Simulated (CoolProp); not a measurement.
Computed with CoolProp (reference Helmholtz-energy equation of state, Fiedler 2023).

Q: Give the vapour pressure (MPa), liquid density (kg/m³), vapour density (kg/m³), enthalpy of vaporisation (kJ/kg) of saturated tetrahydrofuran at 43.65, 57.95, 129.25 °C.

A: 
| T (°C) | p (MPa) | liquid density (kg/m³) | vapour density (kg/m³) | enthalpy of vaporisation (kJ/kg) |
|---|---|---|---|---|
| 43.65 | 0.0463 | 861 | 1.29 | 433 |
| 57.95 | 0.0777 | 845 | 2.08 | 422 |
| 129.25 | 0.548 | 757 | 13.1 | 364 |
